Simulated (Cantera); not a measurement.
Charge: 1 mol SrCl2, 0.57 mol H2, 0.76 mol N2, 0.66 mol H2O, at 0.740 bar.

Cantera equilibrium calculation (NASA polynomials, part measured and part estimated; ideal gas, pure solids and liquids). Candidate condensed phases: H2O, NH4Cl, Sr, SrCl2, SrO, Sr(OH)2; 35 gas species. Mutual solubility and eutectic melting of coexisting phases are not modelled. Condensed phases not in the tables: oxide chlorides. Equilibrium is a limit: real reactors are often held back by kinetics, nucleation or transport.

log p: log10 of the partial pressure in bar; n: condensed amount in mol.

```
T (K)  log p N2  log p H2O  log p H2  log p SrCl2  log p HCl  log p H  log p SrCl  n SrCl2(l)  n SrO(s)
-----  --------  ---------  --------  -----------  ---------  -------  ----------  ----------  --------
1225      -0.55      -0.61     -0.67        -5.64      -3.51    -6.84  (withheld)       1.000  0.000417
1325      -0.55      -0.61     -0.67        -4.69      -3.10    -6.12  (withheld)       0.999   0.00107
1425      -0.55      -0.61     -0.67        -3.88      -2.75    -5.50  (withheld)       0.997   0.00237
1525      -0.55      -0.61     -0.68        -3.19      -2.46    -4.96  (withheld)       0.994   0.00472
1625      -0.55      -0.62     -0.68        -2.59      -2.20    -4.49  (withheld)       0.984   0.00856
1725      -0.56      -0.63     -0.68        -2.07      -1.98    -4.07  (withheld)       0.962    0.0144
1825      -0.57      -0.65     -0.69        -1.62      -1.78    -3.70  (withheld)       0.909    0.0230
1925      -0.59      -0.68     -0.72        -1.21      -1.62    -3.38  (withheld)       0.782    0.0353
2025      -0.65      -0.75     -0.78        -0.86      -1.50    -3.10  (withheld)       0.476    0.0532
```

### Question
Fill in the missing entries.

### Answer

- 1225, log p SrCl: -10.60
- 1325, log p SrCl: -9.24
- 1425, log p SrCl: -8.08
- 1525, log p SrCl: -7.08
- 1625, log p SrCl: -6.21
- 1725, log p SrCl: -5.45
- 1825, log p SrCl: -4.77
- 1925, log p SrCl: -4.17
- 2025, log p SrCl: -3.63
